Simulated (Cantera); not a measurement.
Ammonia decomposition in nitride growth gas

A perfectly stirred reactor is fed with 37.8 % NH₃, 62.2 % H₂, at 173 Torr; it is held at 1700 K, and followed from long to short residence time.

Cantera simulation using the gas-phase N/H chemistry of the illustrative SiF4/NH3 mechanism in the Surface Chemkin manual (1991); the numbers are that mechanism's predictions, not measurements. Walls and surfaces, which speed up NH3 decomposition in real reactors, are not modelled.

```csv
τ (s),x NH₃,x H₂,x NH₂,x NH,x H,x N₂,x N₂H₂
6.5,0.197,0.737,7.84e-5,7.17e-7,0.000116,0.0658,1.56e-7
2.3,0.280,0.684,9.99e-5,8.15e-7,9.65e-5,0.0357,2.55e-7
0.80,0.336,0.649,0.000113,8.64e-7,8.61e-5,0.0154,3.29e-7
0.28,0.362,0.632,0.000118,8.77e-7,8.14e-5,0.00583,3.62e-7
0.097,0.373,0.625,0.000119,8.63e-7,7.88e-5,0.00203,3.67e-7
0.034,0.376,0.623,0.000115,8.04e-7,7.54e-5,0.000656,3.42e-7
0.012,0.378,0.622,0.000104,6.48e-7,6.74e-5,0.000178,2.67e-7
0.0041,0.378,0.622,7.31e-5,3.24e-7,4.74e-5,2.65e-5,1.22e-7
```
x: mole fraction; the columns are a selection and need not sum to one.
